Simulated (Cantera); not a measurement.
Charge: 1 mol AlCl3, 3.4 mol H2O, 1.9 mol N2, held at 470 Pa.

Method: chemical equilibrium by Gibbs-energy minimisation in Cantera with the NASA 1993 tables (ideal gas, pure condensed phases). Candidate condensed phases: Al, AlCl3, AlN, Al2O3, H2O, NH4Cl; 45 gas species. The numbers say what is thermodynamically allowed, not how fast it happens.

x: gas mole fraction; n: condensed amount in mol.

| T (K) | x HCl | x N2 | x H2O | x Cl | x H2 | x H | x OH | n Al2O3(s) |
|---|---|---|---|---|---|---|---|---|
| 1925 | 0.402 | 0.274 | 0.269 | 0.0310 | 0.0185 | 0.00190 | 0.00238 | 0.500 |
| 1950 | 0.397 | 0.273 | 0.267 | 0.0345 | 0.0208 | 0.00241 | 0.00282 | 0.500 |
| 1975 | 0.392 | 0.272 | 0.265 | 0.0384 | 0.0232 | 0.00304 | 0.00331 | 0.500 |
| 2000 | 0.386 | 0.271 | 0.263 | 0.0425 | 0.0258 | 0.00381 | 0.00388 | 0.500 |
| 2025 | 0.381 | 0.271 | 0.261 | 0.0469 | 0.0286 | 0.00475 | 0.00452 | 0.500 |
| 2050 | 0.374 | 0.269 | 0.258 | ? | ? | ? | ? | 0.500 |
| 2075 | 0.367 | 0.268 | 0.255 | 0.0564 | 0.0348 | 0.00725 | 0.00606 | 0.500 |
| 2100 | 0.360 | 0.267 | 0.252 | 0.0616 | 0.0382 | 0.00889 | 0.00697 | 0.500 |
| 2125 | 0.353 | 0.265 | 0.248 | 0.0670 | 0.0418 | 0.0108 | 0.00798 | 0.500 |
| 2150 | 0.344 | 0.264 | 0.244 | 0.0727 | ? | ? | ? | 0.499 |
| 2175 | 0.336 | 0.262 | 0.240 | 0.0785 | 0.0494 | 0.0158 | 0.0103 | 0.499 |
| 2200 | 0.327 | 0.260 | 0.235 | 0.0846 | 0.0534 | 0.0190 | 0.0116 | 0.499 |

**Question.** Some entries are withheld; supply them.

**Answer.** 
- 2150, x H2: 0.0455
- 2150, x H: 0.0131
- 2150, x OH: 0.00909
- 2050, x Cl: 0.0515
- 2050, x H2: 0.0316
- 2050, x H: 0.00589
- 2050, x OH: 0.00525
